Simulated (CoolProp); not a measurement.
Chloromethane (R40) along the isotherm 333.2 K: Z from the reference equation and from simpler models built on Tc = 418.6 K, pc = 6929 kPa, ω = 0.150; each cubic takes its own stable root.

Values from CoolProp's reference Helmholtz-energy equation of state, Thol 2014.

```tsv
p (kPa)	phase	reference
315	gas	0.9629
630	gas	0.9233
945	gas	0.8805
1260	gas	0.8336
1570	liquid	0.03425
1890	liquid	0.04117
2200	liquid	0.04786
2520	liquid	0.05474
2830	liquid	0.06139
3150	liquid	0.06824
3460	liquid	0.07486
```

Q: How far does each simpler model (van der Waals, Redlich-Kwong, Soave-Redlich-Kwong, Peng-Robinson) lie from the reference over these 11 states: mean and median of the absolute difference, and the worst?

A: 
- van der Waals: mean 676.5 %, median 60.5 %, worst +2437.5 % at 333.2 K and 1570 kPa
- Redlich-Kwong: mean 219.2 %, median 12.9 %, worst +2323.6 % at 333.2 K and 1570 kPa
- Soave-Redlich-Kwong: mean 7.2 %, median 10.1 %, worst +10.4 % at 333.2 K and 1570 kPa
- Peng-Robinson: mean 2.2 %, median 2.7 %, worst -2.9 % at 333.2 K and 3460 kPa

At some of these states van der Waals, Redlich-Kwong gives the other phase, because its saturation line lies elsewhere.
